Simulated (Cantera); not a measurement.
Input (Python, Cantera) and output of one run.

```python
import numpy as np
import cantera as ct

gas_names = [...]  # 95 gases of nasa_gas.yaml made of C, F, H
cond_names = """
    C(gr) C6H6(L) C7H8(L) C8H18(L),n-octa
""".split()


# ... load() reads the species with a 1 bar reference pressure and builds the phases ...
atoms = {
    'CH2F2': {'C': 1, 'H': 2, 'F': 2},
    'CH4': {'C': 1, 'H': 4},
    'H2': {'H': 2},
}
top_T = {'C(gr)': 4500}  # K; cautious upper limits of use, not melting points


# ... equilibrate(T, P, feed) seeds the gas with the atoms and calls Mixture.equilibrate('TP', solver="vcs", rtol=1e-11, max_steps=5000) ...
results = []
feed = {'CH2F2': 1, 'CH4': 0.19, 'H2': 1.2}  # mol
T = 3350  # K
for P in [1, 10, 100, 1000, 10000, 100000]:
    mix = equilibrate(T, P, feed)
    results.append((T, P, feed, dict(zip(mix.species_names, mix.species_moles))))
    x = sorted(zip(gas.X, gas.species_names), reverse=True)
    print(f"T = {T:g} K  P = {P:g} Pa  gas = {mix.phase_moles(0):.4g} mol")
    print("   x: " + "  ".join(f"{s} {v:.3e}" for v, s in x if v > 0.001))
    print("   condensed (mol): " + ("  ".join(f"{mix.phase(i).name} {mix.phase_moles(i):.4g}"
          for i in range(1, mix.n_phases) if mix.phase_moles(i) > 1e-12) or "none"))
```

Output:

```
T = 3350 K  P = 1 Pa  gas = 8.341 mol
   x: H 6.178e-01  F 2.389e-01  C 1.422e-01
   condensed (mol): none
T = 3350 K  P = 10 Pa  gas = 8.26 mol
   x: H 6.166e-01  F 2.337e-01  C 1.390e-01  HF 7.689e-03  C2 1.838e-03
   condensed (mol): none
T = 3350 K  P = 100 Pa  gas = 7.59 mol
   x: H 6.115e-01  F 1.953e-01  C 1.029e-01  HF 6.373e-02  C2 1.007e-02  C3 9.557e-03  CF 4.444e-03  H2 2.181e-03
   condensed (mol): none
T = 3350 K  P = 1000 Pa  gas = 6.112 mol
   x: H 5.627e-01  HF 2.407e-01  F 8.016e-02  C3 3.994e-02  C 3.570e-02  H2 1.847e-02  C2 1.213e-02  CF 6.328e-03  C2H 2.984e-03
   condensed (mol): none
T = 3350 K  P = 10000 Pa  gas = 5.047 mol
   x: H 4.128e-01  HF 3.759e-01  H2 9.937e-02  C3 5.103e-02  F 1.707e-02  C2H 1.196e-02  C2H2,acetylene 1.074e-02  C 8.347e-03  C2 6.631e-03  CF 3.151e-03  C5 1.693e-03
   condensed (mol): none
T = 3350 K  P = 100000 Pa  gas = 4.07 mol
   x: HF 4.858e-01  H2 2.439e-01  H 2.045e-01  C2H2,acetylene 3.757e-02  C3 8.680e-03  C2H 8.446e-03  F 4.453e-03  C4H2 2.414e-03
   condensed (mol): C(gr) 0.6366
```

Equilibrium computed with Cantera from the NASA thermochemical tables; the gas is ideal and each condensed phase is pure.
